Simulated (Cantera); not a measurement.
# HgO + H₂ + N₂ (iron carbonyl, mercury and lead vapours)

A closed system holds: 1 mol HgO, 0.56 mol H₂, a varied amount of N₂, held at 750 K and 99.0 Pa.

These are equilibrium values from Cantera (NASA tables, ideal gas, pure condensed phases), not measurements of a reactor. Candidate condensed phases: H₂O, Hg, HgO; 25 gas species. Kinetics and transport are ignored.

```tsv
n(N₂) (mol)	x N₂	x Hg	x H₂O	x O₂
0.91	0.338	0.372	0.208	0.0818
1.6	0.473	0.296	0.166	0.0651
3	0.628	0.209	0.117	0.0460
5.3	0.749	0.141	0.0791	0.0311
9.6	0.844	0.0879	0.0492	0.0193
17	0.905	0.0532	0.0298	0.0117
31	0.946	0.0305	0.0171	0.00671
```
x: gas mole fraction; nothing condenses.

From 0.91 mol N₂ to 31 mol N₂ nothing is condensed. The main Hg-bearing gas is Hg throughout.
